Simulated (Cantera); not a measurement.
Feed: 1 mol CaCO3, 2.4 mol H2, 0.11 mol CO2, equilibrated at 1.33 mbar.

These are equilibrium values from Cantera (NASA tables, ideal gas, pure condensed phases), not measurements of a reactor. Candidate condensed phases: C, C6H6, C7H8, C8H18, Ca, CaCO3, CaO, Ca(OH)2, H2O; 115 gas species. Kinetics and transport are ignored.

log p: log10 of the partial pressure in bar; n: condensed amount in mol.

```tsv
T (°C)	log p H2	log p CO	log p H2O	log p CO2	log p CH4	log p H	log p OH	n CaCO3(calcite)	n CaO(s)
402	-2.91	-4.53	-4.24	-4.78	-4.86	<-14	<-14	1.00	0
502	-3.05	-3.81	-3.81	-3.87	-7.19	-13.53	<-14	0.448	0.552
602	-3.16	-3.65	-3.65	-3.71	-9.24	-11.88	<-14	0	1.00
702	-3.18	-3.59	-3.59	-3.79	-10.68	-10.53	-13.68	0	1.00
802	-3.20	-3.55	-3.55	-3.86	-11.85	-9.43	-12.20	0	1.00
902	-3.22	-3.52	-3.52	(withheld)	(withheld)	(withheld)	(withheld)	0	1.00
1002	-3.23	-3.50	-3.50	-3.99	-13.65	-7.75	-9.95	0	1.00
1102	-3.24	-3.48	-3.48	-4.04	-14.35	-7.08	-9.07	0	1.00
1202	-3.24	-3.47	-3.47	-4.09	<-14	(withheld)	(withheld)	0	1.00
1302	-3.25	-3.46	-3.46	-4.13	<-14	-6.01	-7.66	0	1.000
1402	-3.26	-3.45	-3.45	-4.17	<-14	-5.56	-7.07	0	1.000
```

**Question.** What belongs in the gaps?

**Answer.** 
- 902, log p CO2: -3.93
- 902, log p CH4: -12.83
- 902, log p H: -8.52
- 902, log p OH: -10.98
- 1202, log p H: -6.51
- 1202, log p OH: -8.32
